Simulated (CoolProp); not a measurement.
A simple Rankine cycle with R152A: condensing at 323.15 K, boiler at 3.66 MPa, turbine inlet 415.5 K, turbine efficiency 0.85, pump efficiency 0.7, no recuperator. Each further row changes one setting.

Computed with CoolProp (reference Helmholtz-energy equation of state, Outcalt 1996). It is a modified Benedict-Webb-Rubin equation, recast in Helmholtz form.

| case | thermal efficiency (%) | net work (kJ/kg) | heat in (kJ/kg) | turbine exit temperature (K) | volume ratio over the turbine |
|---|---|---|---|---|---|
| as stated | 10.0 | 32.9 | 330 | 360.0 | 3.17 |
| turbine inlet 435.5 K | 10.2 | 37.0 | 364 | 382.3 | 3.10 |
| condensing temperature 315.15 K | 11.4 | 39.3 | 345 | 351.5 | 3.88 |
| boiler pressure 2.56 MPa | 7.3 | 25.8 | 351 | 380.4 | 2.16 |
| turbine efficiency 0.75 | 8.6 | 28.6 | 330 | 363.2 | 3.22 |
